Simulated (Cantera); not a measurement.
An isothermal, constant-pressure homogeneous reactor starts with C3H8 : H2 = 1 : 5.2 (molar parts), at 1098 K and 1.01 bar. Integrator tolerance rtol = 1e-08.

Detailed kinetics in Cantera: GRI-Mech 3.0 (53 species, 325 reactions). GRI-Mech 3.0 was tuned for natural gas; its chemistry of propane as a main component is partial and can be far from experiment. GRI-Mech 3.0 stops at C3 and has no aromatics, soot or wall deposition, so with more carbon than oxygen in the feed, carbon stays in small species such as C2H2 where larger ones or solid carbon would form.

Problem. What does this change do: pressure from 1.01 bar to 10.00 Torr?

Solution. 
```csv
quantity,before,after
x(C3H8) at 2.00 s,7.60e-5 (gas-phase equilibrium 2.10e-7),0.000281 (gas-phase equilibrium 5.91e-8)
x(H2) at 2.00 s,0.694 (gas-phase equilibrium 0.517),0.725 (gas-phase equilibrium 0.602)
x(CH4) at 2.00 s,0.175 (gas-phase equilibrium 0.482),0.137 (gas-phase equilibrium 0.350)
x(C2H4) at 2.00 s,0.0923 (gas-phase equilibrium 0.000577),0.132 (gas-phase equilibrium 0.0170)
x(C2H6) at 2.00 s,0.0367 (gas-phase equilibrium 0.000174),0.000845 (gas-phase equilibrium 7.88e-5)
```
Radical loss at walls, strong at low pressure, is not modelled.
